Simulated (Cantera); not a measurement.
What does this Cantera script print?

```python
import numpy as np
import cantera as ct

gas_names = """
    CL CL2 N N2 Si SiCL SiCL2 SiCL3 SiCL4 SiN Si2 Si2N Si3
""".split()
cond_names = """
    Si(cr) Si(L) Si3N4(a)
""".split()


# ... load() reads the species with a 1 bar reference pressure and builds the phases ...
atoms = {
    'SiCl4': {'Si': 1, 'CL': 4},
    'N2': {'N': 2},
}
top_T = {'Si3N4(a)': 2400}  # K; cautious upper limits of use, not melting points


# ... equilibrate(T, P, feed) seeds the gas with the atoms and calls Mixture.equilibrate('TP', solver="vcs", rtol=1e-11, max_steps=5000) ...
results = []
feed = {'SiCl4': 1, 'N2': 210}  # mol
T = 1223.15  # K
P = 160000  # Pa
mix = equilibrate(T, P, feed)
results.append((T, P, feed, dict(zip(mix.species_names, mix.species_moles))))
print(gas.report(threshold=1e-05))
for i in range(1, mix.n_phases):
    print(f"{mix.phase(i).name:16s} {mix.phase_moles(i):12.5e} mol")
```

Output:

```
       temperature   1223.2 K
          pressure   1.6e+05 Pa
           density   0.45132 kg/m^3
  mean mol. weight   28.686 kg/kmol
   phase of matter   gas

                          1 kg             1 kmol
                     ---------------   ---------------
          enthalpy        9.0822e+05        2.6053e+07  J
   internal energy         5.537e+05        1.5884e+07  J
           entropy            8099.3        2.3234e+05  J/K
    Gibbs function       -8.9985e+06       -2.5813e+08  J
 heat capacity c_p            1188.1             34083  J/K
 heat capacity c_v            898.27             25768  J/K

                      mass frac. Y      mole frac. X     chem. pot. / RT
                     ---------------   ---------------   ---------------
                N2           0.97193           0.99526           -24.943
             SiCL4          0.028054         0.0047371           -117.68
     [  +11 minor]        1.3256e-05        4.3209e-06

Si(cr)            0.00000e+00 mol
Si3N4(a)          0.00000e+00 mol
```

Method: chemical equilibrium by Gibbs-energy minimisation in Cantera with the NASA 1993 tables (ideal gas, pure condensed phases).
